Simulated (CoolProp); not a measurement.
Computed with CoolProp (reference Helmholtz-energy equation of state, Leachman 2009).

### Question
Give the vapour pressure (MPa), enthalpy of vaporisation (kJ/kg), vapour Z, liquid conductivity (mW/(m K)) of saturated normal hydrogen at 27.7, 29.3 K.

### Answer
```json
[
 {"T (K)": "27.7", "p (MPa)": "0.544", "enthalpy of vaporisation (kJ/kg)": "363", "vapour Z": "0.715", "liquid conductivity (mW/(m K))": "99.2"},
 {"T (K)": "29.3", "p (MPa)": "0.717", "enthalpy of vaporisation (kJ/kg)": "323", "vapour Z": "0.654", "liquid conductivity (mW/(m K))": "96.3"}
]
```

Thermal conductivity comes from a separate model (Assael 2011).
